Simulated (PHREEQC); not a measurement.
Consider water at 25 °C with 57 mmol/kgw CuSO4 and 180 mmol/kgw NaCl. Closed to the air; pH follows from the charge balance.

Computed with PHREEQC (ion-association model, wateq4f.dat).

Precipitation was switched off in this run.

Task: Order these Cu species by the share of Cu that they hold, largest first: Cu+2, CuCl2, CuSO4, CuCl+.

Result: Cu+2 (63 %), CuSO4 (28 %), CuCl+ (8.4 %), CuCl2 (0.34 %)

Task: Order these S species by the share of S that they hold, largest first: CuSO4, SO4-2, NaSO4-.

Result: SO4-2 (59 %), CuSO4 (28 %), NaSO4- (13 %)

The pH is 4.61 and the ionic strength 0.319 mol/kgw. The solution is supersaturated, for example in Atacamite, Antlerite, so a real one may precipitate; this is no full list. Species that the database lacks are ignored.
